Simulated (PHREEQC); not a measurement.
Make-up at 57 °C: 0.0018 mol CaCl2 and 0.12 mol Na2HPO4 per kg of water. Closed to the air; pH follows from the charge balance.

Equilibrium calculation in PHREEQC: ion-association model, phreeqc.dat.

| Item | Value |
|---|---|
| pH | 8.52 |
| ionic strength | 0.336 mol/kgw |
| activity of water | 0.994 |
| density | 1.000 g/cm³ |
| total alkalinity | 120 meq/kg |

```csv
species,molality,activity,log γ
Na+,0.229,0.163,-0.148
HPO4-2,0.106,0.0243,-0.639
NaHPO4-,0.0110,0.00770,-0.154
Cl-,0.00360,0.00238,-0.179
H2PO4-,0.00144,0.00101,-0.154
CaPO4-,0.00114,0.000803,-0.154
CaHPO4,0.000553,0.000598,0.034
PO4-3,0.000252,6.42e-6,-1.595
```

No solid was allowed to form. The solution is supersaturated, for example in Hydroxyapatite, so a real one may precipitate; this is no full list. Away from 25 °C the constants follow the database's enthalpies or fits; those with neither stay at their 25 °C values.
